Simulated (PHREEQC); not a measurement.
Metal-bearing waste water

Make-up at 10 °C: 70 mmol/kgw FeCl3, 53 mmol/kgw ZnCl2, 0.45 mmol/kgw NaHCO3 and 40 mmol/kgw NaCl. Closed to the air; pH follows from the charge balance.

Equilibrium calculation in PHREEQC: ion-association model, phreeqc.dat.

Each row changes one thing in this solution. Precipitation was switched off in this run.

```json
[
 {"case": "as made", "pH": "2.13", "ionic strength (mol/kgw)": "0.451", "Cl- (mol/kgw)": "0.294", "FeCl+2 (mol/kgw)": "0.0282", "Fe+3 (mol/kgw)": "0.0187", "FeCl2+ (mol/kgw)": "0.0135", "SI of Halite (NaCl)": "-3.80", "SI of Goethite (FeOOH)": "+4.07"},
 {"case": "FeCl3 from 0.07 to 0.063 mol/kgw", "pH": "2.14", "ionic strength (mol/kgw)": "0.428", "Cl- (mol/kgw)": "0.281", "FeCl+2 (mol/kgw)": "0.0249", "Fe+3 (mol/kgw)": "0.0172", "FeCl2+ (mol/kgw)": "0.0116", "SI of Halite (NaCl)": "-3.82", "SI of Goethite (FeOOH)": "+4.09"},
 {"case": "ZnCl2 replaced by FeCl2 at the same molality", "pH": "2.13", "ionic strength (mol/kgw)": "0.452", "Cl- (mol/kgw)": "0.296", "FeCl+2 (mol/kgw)": "0.0282", "Fe+3 (mol/kgw)": "0.0186", "FeCl2+ (mol/kgw)": "0.0135", "SI of Halite (NaCl)": "-3.80", "SI of Goethite (FeOOH)": "+4.08"},
 {"case": "temperature from 10 to 70 °C", "pH": "[?]", "ionic strength (mol/kgw)": "0.403", "Cl- (mol/kgw)": "[?]", "FeCl+2 (mol/kgw)": "0.0413", "Fe+3 (mol/kgw)": "0.00571", "FeCl2+ (mol/kgw)": "0.00289", "SI of Halite (NaCl)": "-3.90", "SI of Goethite (FeOOH)": "+4.51"},
 {"case": "ZnCl2 left out", "pH": "[?]", "ionic strength (mol/kgw)": "[?]", "Cl- (mol/kgw)": "0.205", "FeCl+2 (mol/kgw)": "0.0256", "Fe+3 (mol/kgw)": "0.0232", "FeCl2+ (mol/kgw)": "0.00955", "SI of Halite (NaCl)": "-3.94", "SI of Goethite (FeOOH)": "[?]"},
 {"case": "NaCl from 0.04 to 0.4 mol/kgw", "pH": "2.40", "ionic strength (mol/kgw)": "0.736", "Cl- (mol/kgw)": "0.620", "FeCl+2 (mol/kgw)": "0.0294", "Fe+3 (mol/kgw)": "0.00984", "FeCl2+ (mol/kgw)": "0.0248", "SI of Halite (NaCl)": "-2.50", "SI of Goethite (FeOOH)": "+4.51"}
]
```

Problem. What belongs in the gaps?

Solution. 
- temperature from 10 to 70 °C, pH: 1.82
- temperature from 10 to 70 °C, Cl- (mol/kgw): 0.275
- ZnCl2 left out, pH: 2.04
- ZnCl2 left out, ionic strength (mol/kgw): 0.330
- ZnCl2 left out, SI of Goethite (FeOOH): +3.95

The ionic strength passes 0.7 mol/kgw, the rough limit of the ion-association models, in NaCl from 0.04 to 0.4 mol/kgw. Species that the database lacks are ignored. Some of these states are supersaturated (in Hematite (slow to form), Goethite (slow to form), for instance). Constants without temperature data keep their 25 °C values here.
